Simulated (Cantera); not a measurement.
Charge: 1 mol C2H6, 56 mol H2, held at 2925 K and 10.0 Torr.

These are equilibrium values from Cantera (NASA tables, ideal gas, pure condensed phases), not measurements of a reactor. Candidate condensed phases: C, C6H6, C7H8, C8H18; 76 gas species. The numbers say what is thermodynamically allowed, not how fast it happens.

Base state: H 0.639, H2 0.350, C2H2 (acetylene) 0.00582, C3 0.00199, C2H 0.00163, C 0.00106, C2 0.000344, C4H2 4.03e-5 (mole fractions); condensed: gas only.

What changes in the equilibrium state with this change: temperature from 2925 K to 1375 K?


```
species            before    after
----------------  -------  -------
H2                  0.350    1.000
CH4               7.99e-8  6.63e-5
H                   0.639  2.97e-5
C2H2 (acetylene)  0.00582  1.78e-6
C3                0.00199    <1e-9
C2H               0.00163    <1e-9
C(graphite), mol        0     2.00
```
